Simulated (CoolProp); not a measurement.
R1132(E) along the isobar 2.42 MPa: fugacity coefficient from the reference equation and from simpler models built on Tc = 75.7 °C, pc = 5.174 MPa, ω = 0.245; each cubic takes its own stable root.

Computed with CoolProp (reference Helmholtz-energy equation of state, Akasaka 2024).

```tsv
T (°C)	phase	reference	van der Waals	Redlich-Kwong	Soave-Redlich-Kwong	Peng-Robinson
2.65	liquid	0.3320	0.6456	0.4293	0.3396	0.3316
8.65	liquid	0.3883	0.6981	0.4889	0.3976	0.3878
14.75	liquid	0.4510	0.7526	0.5532	0.4620	0.4503
20.75	liquid	0.5179	0.7896	0.6197	0.5305	0.5168
26.75	liquid	0.5896	0.7999	0.6890	0.6037	0.5880
32.75	liquid	0.6660	0.8095	0.7604	0.6812	0.6634
38.75	liquid	0.7464	0.8184	0.7845	0.7622	0.7424
44.85	gas	0.7803	0.8268	0.7964	0.7885	0.7736
50.85	gas	0.7944	0.8346	0.8073	0.8012	0.7863
56.85	gas	0.8073	0.8419	0.8173	0.8129	0.7981
```

At some of these states van der Waals, Redlich-Kwong gives the other phase, because its saturation line lies elsewhere.
